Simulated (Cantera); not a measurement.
Feed: 1 mol Si3N4, 0.0075 mol H2O, 30 mol N2, held at 10000 Pa.

Cantera equilibrium calculation (NASA polynomials, part measured and part estimated; ideal gas, pure solids and liquids). Candidate condensed phases: H2O, Si, SiO2, Si2N2O, Si3N4; 35 gas species. Mutual solubility and eutectic melting of coexisting phases are not modelled. Kinetics and transport are ignored.

Question: Which condensed phases are stable at each of these points (T (°C)): 1375, 1400, 1425, 1450, 1475, 1500, 1525, 1550, 1575, 1600, 1625, 1650, 1675?

Answer: 
```
T (°C)      condensed phases  Si condensed (%)
------  --------------------  ----------------
1375    Si2N2O(s) + Si3N4(s)             100.0
1400    Si2N2O(s) + Si3N4(s)              99.9
1425    Si2N2O(s) + Si3N4(s)              99.9
1450                Si3N4(s)              99.7
1475                Si3N4(s)              99.7
1500                Si3N4(s)              99.7
1525                Si3N4(s)              99.7
1550                Si3N4(s)              99.7
1575                Si3N4(s)              99.7
1600                Si3N4(s)              99.7
1625                Si3N4(s)              99.7
1650                Si3N4(s)              99.6
1675                Si3N4(s)              99.5
```

From 1375 °C to 1425 °C the condensed part is Si2N2O(s) + Si3N4(s). From 1450 °C to 1675 °C the condensed part is Si3N4(s).
